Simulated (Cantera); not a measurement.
A perfectly stirred reactor is fed with NH3 : H2 = 1 : 5 (molar parts), at 0.133 bar; it is held at 1625 K, and followed from long to short residence time.

Model: the gas-phase N/H chemistry of the illustrative SiF4/NH3 mechanism in the Surface Chemkin manual (1991), integrated in Cantera. Walls and surfaces, which speed up NH3 decomposition in real reactors, are not modelled.

Problem. Predict: x(NH3) at τ = 21.0 s; x(H2) at τ = 21.0 s; x(H) at τ = 21.0 s; x(NH2) at τ = 21.0 s; x(N) at τ = 21.0 s; x(NH3) at τ = 0.120 s; x(H2) at τ = 0.120 s; x(H) at τ = 0.120 s; x(NH2) at τ = 0.120 s; x(N) at τ = 0.120 s.

Solution. 
```json
{
  "x(NH3) at τ = 21.0 s": "0.116",
  "x(H2) at τ = 21.0 s": "0.862",
  "x(H) at τ = 21.0 s": "0.000102",
  "x(NH2) at τ = 21.0 s": "3.31e-5",
  "x(N) at τ = 21.0 s": "1.40e-8",
  "x(NH3) at τ = 0.120 s": "0.166",
  "x(H2) at τ = 0.120 s": "0.833",
  "x(H) at τ = 0.120 s": "7.81e-5",
  "x(NH2) at τ = 0.120 s": "3.77e-5",
  "x(N) at τ = 0.120 s": "1.00e-8"
}
```
